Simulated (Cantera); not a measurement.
Thermodynamics of hydrogen reduction and annealing atmospheres, feed SiO₂ + H₂

A closed system holds: 1 mol SiO₂, 300 mol H₂, equilibrated at 1775 K.

Method: chemical equilibrium by Gibbs-energy minimisation in Cantera with the NASA 1993 tables (ideal gas, pure condensed phases). Candidate condensed phases: H₂O, Si, SiO₂; 18 gas species. The tables hold silica as quartz up to 1696 K and as liquid above; real silica turns to tridymite and cristobalite and melts near 1996 K. Equilibrium is a limit: real reactors are often held back by kinetics, nucleation or transport.

```csv
P (Pa),x H₂,x H,x SiO,x H₂O,x OH,x SiH₂,n SiO₂(condensed)
10,0.965,0.0284,0.00327,0.00327,6.00e-6,3.14e-12,0
42,0.979,0.0140,0.00330,0.00330,2.93e-6,1.36e-11,0
180,0.987,0.00678,0.00331,0.00331,1.42e-6,5.89e-11,0
750,0.990,0.00333,0.00332,0.00332,6.94e-7,2.47e-10,0
3200,0.992,0.00161,0.00332,0.00332,3.36e-7,1.06e-9,0
13000,0.993,0.000800,0.00320,0.00320,1.60e-7,4.31e-9,0.0378
56000,0.997,0.000386,0.00154,0.00154,3.72e-8,1.87e-8,0.536
240000,0.998,0.000187,0.000746,0.000746,8.69e-9,8.04e-8,0.776
1000000,0.999,9.15e-5,0.000365,0.000366,2.09e-9,3.35e-7,0.890
```
x: gas mole fraction; n: condensed amount in mol.

From 0.0750 Torr to 24.0 Torr nothing is condensed. From 97.5 Torr to 7500 Torr the condensed part is SiO₂(condensed). The main Si-bearing gas is SiO throughout.
